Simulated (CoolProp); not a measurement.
Saturation properties of the fluoroketone C6F12O (FK-5-1-12) (Tc = 441.8 K, pc = 1.869 MPa, ω = 0.471).

Model: reference Helmholtz-energy equation of state, McLinden 2015, in CoolProp.

```csv
T (K),p (MPa),vapour density (kg/m³),liquid cp (kJ/(kg K))
222,0.0003730,0.06392,1.100
232.3,0.0008868,0.1454,1.094
242.6,0.001923,0.3023,1.091
252.9,0.003851,0.5823,1.089
263.2,(withheld),1.050,1.089
273.6,0.01276,1.799,1.091
283.9,0.02134,(withheld),1.095
294.2,0.03412,4.543,1.100
304.5,0.05242,6.819,1.107
314.8,(withheld),9.923,1.115
325.2,0.1123,14.11,1.125
335.5,0.1572,19.53,1.136
345.8,0.2149,26.53,1.150
356.1,0.2876,35.47,1.166
```

Task: Fill in the missing entries.

Result: 
- 263.2, p (MPa): 0.007203
- 283.9, vapour density (kg/m³): 2.919
- 314.8, p (MPa): 0.07778

It boils at 322.2 K under 1 atm.
